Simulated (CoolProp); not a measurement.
Model: reference Helmholtz-energy equation of state, Thol 2018, in CoolProp.

For hydrogen chloride, give the phase and the Z, cp (kJ/(kg K)), cv (kJ/(kg K)), Joule-Thomson coefficient (K/MPa) at 333.9 K and 8.89 MPa; 459.3 K and 8.89 MPa.


- 333.9 K and 8.89 MPa: supercritical; Z 0.467, cp 5.74, cv 1.04, Joule-Thomson coefficient 7.80
- 459.3 K and 8.89 MPa: supercritical; Z 0.875, cp 1.03, cv 0.614, Joule-Thomson coefficient 5.33
